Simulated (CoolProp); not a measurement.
A single-stage vapour-compression cycle with C3F8 (R218): evaporating at 213.15 K (dew point), condensing at 262.15 K (bubble point), superheat 2 K, subcooling 2 K, compressor efficiency 0.7, no pressure losses. Each further row changes one setting.

Values from CoolProp's reference Helmholtz-energy equation of state, Lemmon 2006. It is a short technical equation, of lower accuracy than the large ones.

```
case                              cooling COP  pressure ratio  discharge temperature (K)  refrigerating effect (kJ/kg)  volumetric capacity (kJ/m³)
--------------------------------  -----------  --------------  -------------------------  ----------------------------  ---------------------------
as stated                                   …            9.22                      264.9                          68.5                          228
evaporating temperature 218.15 K         2.65            6.96                      264.1                             …                          309
condensing temperature 257.15 K          2.62            7.69                      260.6                          73.6                          245
subcooling 7 K                              …            9.22                      264.9                          73.6                          245
superheat 12 K                           2.32            9.22                      275.5                             …                          238
compressor efficiency 0.6                   …            9.22                      271.3                          68.5                          228
```

**Question.** Fill in the missing entries.

**Answer.** 
- as stated, cooling COP: 2.24
- evaporating temperature 218.15 K, refrigerating effect (kJ/kg): 71.5
- subcooling 7 K, cooling COP: 2.40
- superheat 12 K, refrigerating effect (kJ/kg): 75.2
- compressor efficiency 0.6, cooling COP: 1.92
